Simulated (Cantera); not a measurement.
An isothermal, constant-pressure homogeneous reactor starts with NH₃ : H₂ = 1 : 21 (molar parts), at 2123 K and 9500 Pa. Integrator tolerance rtol = 1e-08.

Computed with Cantera and the gas-phase N/H chemistry of the illustrative SiF4/NH3 mechanism in the Surface Chemkin manual (1991). Walls and surfaces, which speed up NH3 decomposition in real reactors, are not modelled.

Task: What does this change do: temperature 2123 to 1573 K?

Result: 
```tsv
quantity	before	after
x(NH₃) at 100 s	2.61e-7 (gas-phase equilibrium 2.20e-7)	0.0322 (gas-phase equilibrium 6.72e-7)
x(H₂) at 100 s	0.967 (gas-phase equilibrium 0.967)	0.961 (gas-phase equilibrium 0.978)
x(N₂H₂) at 100 s	<1e-12 (gas-phase equilibrium <1e-12)	4.27e-9 (gas-phase equilibrium <1e-12)
x(H) at 100 s	0.0115 (gas-phase equilibrium 0.0115)	0.000105 (gas-phase equilibrium 0.000131)
x(N₂H₄) at 100 s	<1e-12 (gas-phase equilibrium <1e-12)	2.53e-10 (gas-phase equilibrium <1e-12)
x(N) at 100 s	2.71e-9 (gas-phase equilibrium 2.28e-9)	4.40e-9 (gas-phase equilibrium <1e-12)
```
